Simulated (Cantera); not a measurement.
A perfectly stirred reactor is fed with H2 : O2 : N2 = 0.47 : 1 : 3.7 (molar parts), equivalence ratio 0.23, at 0.00839 atm; it is held at 1473 K, and followed from long to short residence time.

Cantera simulation using GRI-Mech 3.0 (53 species, 325 reactions); the numbers are that mechanism's predictions, not measurements. Radical loss at walls, strong at low pressure, is not modelled. The temperature is held fixed by assumption; the heat of reaction is taken as removed at once.

### Question
What does this change do: pressure from 0.00839 atm to 0.0247 atm?

### Answer
```
quantity                before     after
---------------------  -------  --------
x(H2) at τ = 1.60 s    0.00224  0.000623
x(O2) at τ = 1.60 s      0.151     0.153
x(NO) at τ = 1.60 s    6.32e-6   2.86e-6
x(OH) at τ = 1.60 s    0.00459   0.00241
x(H2O) at τ = 1.60 s    0.0876    0.0929
x(H2) at τ = 24.0 ms   0.00728   0.00540
x(O2) at τ = 24.0 ms     0.143     0.146
x(NO) at τ = 24.0 ms   1.86e-6   6.87e-6
x(OH) at τ = 24.0 ms   0.00779   0.00687
x(H2O) at τ = 24.0 ms   0.0654    0.0749
```

### Question
What does this change do: pressure from 0.00839 atm to 0.0158 atm?

### Answer
```csv
quantity,before,after
x(H2) at τ = 1.60 s,0.00224,0.00108
x(O2) at τ = 1.60 s,0.151,0.153
x(NO) at τ = 1.60 s,6.32e-6,3.91e-6
x(OH) at τ = 1.60 s,0.00459,0.00319
x(H2O) at τ = 1.60 s,0.0876,0.0914
x(H2) at τ = 24.0 ms,0.00728,0.00640
x(O2) at τ = 24.0 ms,0.143,0.144
x(NO) at τ = 24.0 ms,1.86e-6,4.73e-6
x(OH) at τ = 24.0 ms,0.00779,0.00742
x(H2O) at τ = 24.0 ms,0.0654,0.0697
```
